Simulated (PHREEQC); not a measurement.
Alkaline etch or developer

A solution holds 0.99 mol KOH and 6.8e-05 mol K2SiO3 per kg of water, at 25 °C. Closed to the air; pH follows from the charge balance.

Equilibrium calculation in PHREEQC: ion-association model, wateq4f.dat.

```yaml
pH: 13.77
ionic_strength: 0.990 mol/kgw
activity_of_water: 0.966
total_alkalinity: 990 meq/kg
```

```tsv
species	molality	activity	log γ
K+	0.990	0.594	-0.222
OH-	0.990	0.574	-0.237
H2SiO4-2	6.32e-5	1.17e-5	-0.734
H3SiO4-	4.79e-6	2.89e-6	-0.220
```

No solid was allowed to form. The ionic strength is past about 0.7 mol/kgw, beyond the range of this activity model, so the values are rough.
